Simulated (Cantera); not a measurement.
## Catalytic combustion on Pt

An isothermal plug-flow reactor at 748 K and 0.276 atm (inlet), inlet velocity 0.11 m/s, active area per volume 1300 1/m; feed 0.393 % CO, 6.77 % O₂, 86.3 % N₂, 6.55 % H₂O, equivalence ratio 0.029.

Detailed kinetics in Cantera: Deutschmann's 1995 Pt surface mechanism with GRI-Mech 3.0 gas chemistry. Catalytic surfaces can have several steady states; this one follows from the mechanism file's or the stated starting coverage. Mass transfer to the wall is taken as infinitely fast.

```csv
z (m),x CO,x O₂,x H₂O,x CO₂,θ free Pt,θ O*,θ OH*
0.00013,0.00112,0.0664,0.0656,0.00282,0.0414,0.955,0.00386
0.00022,0.000657,0.0662,0.0656,0.00328,0.0389,0.957,0.00375
0.0004,0.000254,0.0660,0.0657,0.00368,0.0371,0.959,0.00367
0.0007,5.78e-5,0.0659,0.0657,0.00388,0.0363,0.960,0.00363
0.0013,3.21e-6,0.0659,0.0657,0.00394,0.0361,0.960,0.00362
0.0022,4.26e-8,0.0659,0.0657,0.00394,0.0360,0.960,0.00362
0.004,7.53e-12,0.0659,0.0657,0.00394,0.0360,0.960,0.00362
0.007,<1e-12,0.0659,0.0657,0.00394,0.0360,0.960,0.00362
0.013,<1e-12,0.0659,0.0657,0.00394,0.0360,0.960,0.00362
```
x: gas mole fraction; θ: surface coverage.
